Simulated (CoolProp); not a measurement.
A Linde-Hampson liquefier for carbon monoxide: isothermal reversible compression at 290 K from 1 atm to 10 MPa, throttling to 1 atm, return gas leaving the recuperator 10 K below the feed. Each further row changes one setting.

Values from CoolProp's reference Helmholtz-energy equation of state, Lemmon 2006. It is a short technical equation, of lower accuracy than the large ones.

```json
[
 {"case": "as stated", "liquid yield per pass": "[?]", "compression work (kJ/kg of gas)": "393"},
 {"case": "high pressure 20 MPa", "liquid yield per pass": "[?]", "compression work (kJ/kg of gas)": "[?]"},
 {"case": "warm-end temperature 320 K", "liquid yield per pass": "[?]", "compression work (kJ/kg of gas)": "[?]"},
 {"case": "warm-end gap 15 K", "liquid yield per pass": "[?]", "compression work (kJ/kg of gas)": "393"}
]
```

Q: Fill in the missing entries.

A: 
- as stated, liquid yield per pass: 0.033
- high pressure 20 MPa, liquid yield per pass: 0.071
- high pressure 20 MPa, compression work (kJ/kg of gas): 453
- warm-end temperature 320 K, liquid yield per pass: 0.020
- warm-end temperature 320 K, compression work (kJ/kg of gas): 436
- warm-end gap 15 K, liquid yield per pass: 0.021
